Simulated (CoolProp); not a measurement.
Model: reference Helmholtz-energy equation of state, Lemmon 2016, in CoolProp.

Task: For R365MFC, give the phase and the density (kg/m³), cv (kJ/(kg K)), Joule-Thomson coefficient (K/MPa), fugacity coefficient at 214.75 °C and 8.32 bar; 162.35 °C and 141 bar; -8.55 °C and 1 bar.

Result: 
- 214.75 °C and 8.32 bar: gas; density 33.0, cv 1.25, Joule-Thomson coefficient 6.92, fugacity coefficient 0.925
- 162.35 °C and 141 bar: liquid; density 1000, cv 1.25, Joule-Thomson coefficient 0.0354, fugacity coefficient 0.184
- -8.55 °C and 1 bar: liquid; density 1330, cv 0.983, Joule-Thomson coefficient -0.344, fugacity coefficient 0.118
